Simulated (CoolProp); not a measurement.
Vapour pressure (bar) of R143a: the reference equation beside estimates from Tc = 345.9 K, pc = 37.62 bar, ω = 0.261. Clausius-Clapeyron is anchored at 187.2 K with a constant enthalpy of vaporisation of 21.13 kJ/mol.

The numbers come from the reference Helmholtz-energy equation of state, Lemmon and Jacobsen 2000 in CoolProp.

```
T (K)  reference  Lee-Kesler  Clausius-Clapeyron  van der Waals  Soave-Redlich-Kwong
-----  ---------  ----------  ------------------  -------------  -------------------
187.2     0.1032     0.09645              0.1032          1.755              0.09834
201.7     0.2737      0.2621              0.2739          2.768               0.2651
216.2     0.6244      0.6098              0.6377          4.124               0.6128
230.7      1.265       1.254               1.335          5.869                1.255
245.2      2.331       2.336               2.562          8.044                2.334
259.7      3.984       4.015               4.570          10.69                4.018
274.2      6.402       6.465               7.668          13.83                6.491
288.7      9.786       9.875               12.21          17.50                9.958
303.1      14.32       14.42               18.56          21.70                14.60
317.6      20.33       20.43               27.22          26.51                20.70
```

Absolute difference from the reference over all 10 rows, mean and median: Lee-Kesler 1.8 and 0.9 %, Clausius-Clapeyron 14.0 and 12.3 %, van der Waals 412.7 and 206.7 %, Soave-Redlich-Kwong 1.8 and 1.8 %.
